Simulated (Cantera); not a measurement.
An adiabatic, constant-volume homogeneous reactor starts with CH₄ : O₂ : N₂ : H₂O : C₂H₆ = 1 : 2.06 : 20.4 : 5.1 : 0.045 (molar parts), equivalence ratio 1.0, at 1398 K and 7200 Torr.

Detailed kinetics in Cantera: GRI-Mech 3.0 (53 species, 325 reactions).

One state of this run: T (K) = 2270; P (bar) = 15.7; x CH₄ = <1e-12; x O₂ = 0.000467; x H₂O = 0.246; x CO₂ = 0.0340; x CH₃ = <1e-12; x H₂ = 0.00504. x: mole fraction; the columns are a selection and need not sum to one.

### Question
Which value of t (s) does it belong to?
(A) 4.46e-5
(B) 0.470
(C) 1.77e-5
(D) 0.000285

### Answer
B, 0.470
